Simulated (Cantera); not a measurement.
A Cantera script and what it prints.

```python
import numpy as np
import cantera as ct

gas_names = """
    C CO COS CO2 CS CS2 C2 C2O C3 C3O2 C4 C5 Mg MgO MgS Mg2 O O2 O3 S SO SO2 SO3 S2 S2O S8
""".split()
cond_names = """
    C(gr) Mg(cr) Mg(L) MgCO3(s) MgO(s) MgO(L) MgS(s) MgSO4(s) MgSO4(L) S(cr1) S(cr2) S(L)
""".split()


def load(file, names, dense=False):
    # The tables refer to 1 bar. Condensed volumes are neglected.
    table = {s.name: s for s in ct.Species.list_from_file(file)}
    out = []
    for n in names:
        d = dict(table[n].input_data)
        d["thermo"] = dict(d["thermo"], **{"reference-pressure": 1e5})
        if dense:
            d["equation-of-state"] = {"model": "constant-volume", "density": "1e6 g/cm^3"}
        out.append(ct.Species.from_dict(d))
    return out


gas = ct.Solution(thermo="ideal-gas", species=load("nasa_gas.yaml", gas_names))
cond = {s.name: ct.Solution(thermo="fixed-stoichiometry", species=[s], name=s.name)
        for s in load("nasa_condensed.yaml", cond_names, dense=True)}
atoms = {
    'MgCO3': {'Mg': 1, 'C': 1, 'O': 3},
    'O2': {'O': 2},
    'CO2': {'C': 1, 'O': 2},
    'SO3': {'S': 1, 'O': 3},
}
top_T = {'C(gr)': 4500, 'MgS(s)': 2250}  # K; cautious upper limits of use, not melting points


def equilibrate(T, P, feed):
    n = {}
    for name, mol in feed.items():
        for a, k in atoms[name].items():
            n[a] = n.get(a, 0.0) + k * mol
    gas.TPX = T, P, n
    mass = sum(n.values()) * gas.mean_molecular_weight
    gas.equilibrate("TP")
    valid = [c for c in cond.values() if c.min_temp <= T <= top_T.get(c.name, c.max_temp)]
    mix = ct.Mixture([(gas, mass / gas.mean_molecular_weight)] + [(c, 0.0) for c in valid])
    mix.T, mix.P = T, P
    mix.equilibrate("TP", solver="vcs", rtol=1e-11, max_steps=5000)
    return mix


results = []
feed = {'MgCO3': 1, 'O2': 0.29, 'CO2': 3.3, 'SO3': 0.087}  # mol
P = 600000  # Pa
for T in [1100, 1125, 1150, 1175, 1200, 1225, 1250, 1275, 1300, 1325]:
    mix = equilibrate(T, P, feed)
    results.append((T, P, feed, dict(zip(mix.species_names, mix.species_moles))))

top = {s: max(r[3][s] / sum(r[3][g] for g in gas_names) for r in results) for s in gas_names}
cols = sorted((s for s in top if top[s] > 1e-06), key=lambda s: -top[s])[:8]
seen = [c for c in cond_names if any(r[3].get(c, 0) > 1e-12 for r in results)]
print("log10 of partial pressures in bar; condensed amounts in mol")
print(f"{'T/K':>10s}" + "".join(f"{s[:9]:>10s}" for s in cols + seen))
for T, P, feed, n in results:
    ng = sum(n[g] for g in gas_names)
    print(f"{T:10.4g}" + "".join(f"{np.log10(max(n[s] / ng * P / 1e5, 1e-99)):10.3f}" for s in cols)
          + "".join(f"{n.get(c, 0):10.4g}" for c in seen))
```

Output:

```
log10 of partial pressures in bar; condensed amounts in mol
       T/K       CO2        O2       SO2       SO3    MgO(s)  MgSO4(s)
      1100     0.750    -0.421    -3.564    -3.981    0.9133   0.08671
      1125     0.750    -0.421    -3.172    -3.691    0.9137   0.08633
      1150     0.750    -0.421    -2.798    -3.415    0.9145   0.08549
      1175     0.749    -0.420    -2.441    -3.151    0.9163   0.08368
      1200     0.749    -0.418    -2.100    -2.898    0.9201   0.07994
      1225     0.748    -0.414    -1.775    -2.657    0.9276   0.07239
      1250     0.746    -0.406    -1.465    -2.426    0.9423   0.05765
      1275     0.742    -0.392    -1.172    -2.205    0.9703   0.02974
      1300     0.738    -0.377    -0.989    -2.091         1         0
      1325     0.738    -0.376    -0.984    -2.159         1         0
```

Method: chemical equilibrium by Gibbs-energy minimisation in Cantera with the NASA 1993 tables (ideal gas, pure condensed phases). Mutual solubility and eutectic melting of coexisting phases are not modelled.
